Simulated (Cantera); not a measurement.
**Thermodynamics of carbon deposition, reforming and gasification, feed C3H6 + H2O + N2**

Input: 1 mol C3H6, 0.08 mol H2O, 4.2 mol N2, equilibrated at 2300 K.

These are equilibrium values from Cantera (NASA tables, ideal gas, pure condensed phases), not measurements of a reactor. Candidate condensed phases: C, C6H6, C7H8, C8H18, H2O; 136 gas species. The ideal-gas law is rough above about 30 bar. The numbers say what is thermodynamically allowed, not how fast it happens.

From 10.0 Pa to 100 bar the condensed part is C(graphite). The main C-bearing gas is HCN throughout. The share of C in condensed phases is highest at 10.0 Pa (92.8 %) and lowest at 100 bar (90.3 %).

```json
[
 {"P (Pa)": "10", "x N2": "0.458", "x H2": "0.148", "x H": "0.372", "x HCN": "0.0107", "x CO": "0.00884", "x CH4": "4.67e-10", "x HNC": "0.000974", "n C(graphite)": "2.79"},
 {"P (Pa)": "46", "x N2": "0.498", "x H2": "0.249", "x H": "0.225", "x HCN": "0.0145", "x CO": "0.00964", "x CH4": "6.13e-9", "x HNC": "0.00132", "n C(graphite)": "2.76"},
 {"P (Pa)": "220", "x N2": "0.528", "x H2": "0.324", "x H": "0.118", "x HCN": "0.0170", "x CO": "0.0102", "x CH4": "4.96e-8", "x HNC": "0.00155", "n C(graphite)": "2.75"},
 {"P (Pa)": "1000", "x N2": "0.544", "x H2": "0.365", "x H": "0.0585", "x HCN": "0.0183", "x CO": "0.0106", "x CH4": "2.86e-7", "x HNC": "0.00167", "n C(graphite)": "2.74"},
 {"P (Pa)": "4600", "x N2": "0.552", "x H2": "0.387", "x H": "0.0281", "x HCN": "0.0190", "x CO": "0.0107", "x CH4": "1.47e-6", "x HNC": "0.00173", "n C(graphite)": "2.74"},
 {"P (Pa)": "22000", "x N2": "0.556", "x H2": "0.397", "x H": "0.0130", "x HCN": "0.0193", "x CO": "0.0108", "x CH4": "7.42e-6", "x HNC": "0.00176", "n C(graphite)": "2.74"},
 {"P (Pa)": "100000", "x N2": "0.558", "x H2": "0.402", "x H": "0.00613", "x HCN": "0.0195", "x CO": "0.0108", "x CH4": "3.45e-5", "x HNC": "0.00177", "n C(graphite)": "2.74"},
 {"P (Pa)": "460000", "x N2": "0.559", "x H2": "0.404", "x H": "0.00287", "x HCN": "0.0195", "x CO": "0.0109", "x CH4": "0.000161", "x HNC": "0.00178", "n C(graphite)": "2.74"},
 {"P (Pa)": "2200000", "x N2": "0.560", "x H2": "0.404", "x H": "0.00131", "x HCN": "0.0195", "x CO": "0.0109", "x CH4": "0.000768", "x HNC": "0.00178", "n C(graphite)": "2.73"},
 {"P (Pa)": "10000000", "x N2": "0.562", "x H2": "0.400", "x H": "0.000612", "x HCN": "0.0195", "x CO": "0.0109", "x CH4": "0.00342", "x HNC": "0.00177", "n C(graphite)": "2.71"}
]
```
x: gas mole fraction; n: condensed amount in mol.
